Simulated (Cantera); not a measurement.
Input: 1 mol SiCl4, 0.22 mol H2O, held at 77.0 mbar.

Equilibrium computed with Cantera from the NASA thermochemical tables; the gas is ideal and each condensed phase is pure. Candidate condensed phases: H2O, Si, SiO2; 30 gas species. The tables' values for SiCl3 are old estimates; treat these amounts as uncertain. The tables hold silica as quartz up to 1696 K and as liquid above; real silica turns to tridymite and cristobalite and melts near 1996 K. Rates play no part. All values below are at 1425 K.

Base state: SiCl4 0.666, HCl 0.330, SiCl3 0.00185, Cl 0.00160, Cl2 0.000167, SiCl2 2.03e-5, H2 1.73e-5 (mole fractions); condensed: SiO2(β-quartz).

Problem. What changes in the equilibrium state with this change: pressure from 77.0 mbar to 0.133 bar?

Solution. 
```
species                before     after
-------------------  --------  --------
SiCl4                   0.666     0.667
HCl                     0.330     0.330
SiCl3                 0.00185   0.00144
Cl                    0.00160   0.00119
SiCl2                 2.03e-5   1.23e-5
H2                    1.73e-5   1.81e-5
Cl2                  0.000167  0.000160
SiO2(β-quartz), mol     0.110     0.110
```

Problem. What changes in the equilibrium state with this change: pressure from 77.0 mbar to 1.33 mbar?

Solution. 
| species | before | after |
|---|---|---|
| SiCl4 | 0.666 | 0.647 |
| HCl | 0.330 | 0.326 |
| Cl | 0.00160 | 0.0136 |
| SiCl3 | 0.00185 | 0.0122 |
| SiO | 5.20e-8 | 1.79e-5 |
| SiCl2 | 2.03e-5 | 0.000903 |
| H2 | 1.73e-5 | 1.34e-5 |
| SiO2(β-quartz), mol | 0.110 | 0.110 |
